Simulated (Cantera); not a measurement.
A perfectly stirred reactor is fed with CH3OH : O2 : N2 = 1 : 1.55 : 5.81 (molar parts), at 350000 Pa; it is adiabatic with a 775 K inlet, and is followed from long to short residence time, starting on the burning branch (τ in s: 0.047, 0.021, 0.0092, 0.004, 0.0018, 0.00078, 0.00034, 0.00015, 6.7e-05, 2.9e-05).

Computed with Cantera and GRI-Mech 3.0 (53 species, 325 reactions). GRI-Mech 3.0 was tuned for natural gas; its chemistry of methanol as a main component is partial and can be far from experiment.

x: mole fraction; the columns are a selection and need not sum to one.

| τ (s) | T (K) | x CH3OH | x O2 | x HCO | x OH | x O | x HO2 | x CH2O |
|---|---|---|---|---|---|---|---|---|
| 0.047 | 2467 | 3.02e-7 | 0.0120 | 2.64e-8 | 0.00692 | 0.000745 | 3.11e-6 | 3.52e-7 |
| 0.021 | 2465 | 6.62e-7 | 0.0124 | 5.08e-8 | 0.00706 | 0.000779 | 3.23e-6 | 7.70e-7 |
| 0.0092 | 2460 | 1.45e-6 | 0.0131 | 1.08e-7 | 0.00732 | 0.000846 | 3.47e-6 | 1.68e-6 |
| 0.0040 | 2448 | 3.11e-6 | 0.0142 | 2.40e-7 | 0.00776 | 0.000973 | ? | 3.59e-6 |
| 0.0018 | 2425 | 6.23e-6 | 0.0157 | 5.27e-7 | 0.00841 | 0.00119 | ? | 7.10e-6 |
| 0.00078 | 2385 | 1.23e-5 | 0.0179 | 1.22e-6 | 0.00938 | 0.00160 | ? | 1.38e-5 |
| 0.00034 | 2329 | 2.32e-5 | 0.0207 | 2.79e-6 | 0.0105 | 0.00224 | ? | 2.54e-5 |
| 0.00015 | 2260 | 4.35e-5 | 0.0240 | 6.27e-6 | 0.0115 | 0.00308 | ? | 4.63e-5 |
| 6.7e-5 | 2185 | 8.40e-5 | 0.0277 | 1.38e-5 | 0.0120 | 0.00396 | ? | 8.60e-5 |
| 2.9e-5 | 2099 | 0.000183 | 0.0328 | 3.18e-5 | 0.0117 | 0.00457 | ? | 0.000179 |

Task: Fill in the missing entries.

Result: 
- 0.0040, x HO2: 3.90e-6
- 0.0018, x HO2: 4.65e-6
- 0.00078, x HO2: 6.19e-6
- 0.00034, x HO2: 9.15e-6
- 0.00015, x HO2: 1.45e-5
- 6.7e-5, x HO2: 2.40e-5
- 2.9e-5, x HO2: 4.39e-5
